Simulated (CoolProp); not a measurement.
Vapour-liquid equilibrium of ethylene (1) + ethane (2) at 185 kPa; x and y are mole fractions of (1).

Values from CoolProp's multi-fluid Helmholtz-energy mixture model, Smukala 2000 and Bücker 2006; pair parameters Bell 2016.

| x | bubble temperature (°C) | y at the bubble point | dew temperature at overall composition x (°C) | liquid density (mol/L) |
|---|---|---|---|---|
| 0.05 | -78.1 | 0.111 | -77.3 | 17.70 |
| 0.125 | -80.0 | 0.247 | -78.3 | 17.86 |
| 0.2 | -81.7 | 0.359 | -79.4 | 18.02 |
| 0.275 | -83.1 | 0.453 | -80.4 | 18.18 |
| 0.35 | -84.4 | 0.536 | -81.6 | 18.33 |
| 0.425 | -85.6 | 0.609 | -82.7 | 18.49 |
| 0.5 | -86.7 | 0.675 | -83.9 | 18.64 |
| 0.575 | -87.7 | 0.735 | -85.1 | ? |
| 0.65 | -88.7 | 0.791 | -86.3 | 18.94 |
| 0.725 | -89.7 | 0.843 | -87.6 | 19.10 |
| 0.8 | -90.6 | 0.890 | -88.9 | 19.25 |
| 0.875 | -91.4 | 0.935 | ? | 19.41 |
| 0.95 | -92.3 | 0.975 | ? | ? |

Complete the blanks.


- 0.575, liquid density (mol/L): 18.79
- 0.875, dew temperature at overall composition x (°C): -90.3
- 0.95, dew temperature at overall composition x (°C): -91.7
- 0.95, liquid density (mol/L): 19.56

No azeotrope shows between x = 0.05 and 0.95.

Pair parameters are fitted to limited data, so mixtures are less certain than the pure fluids.
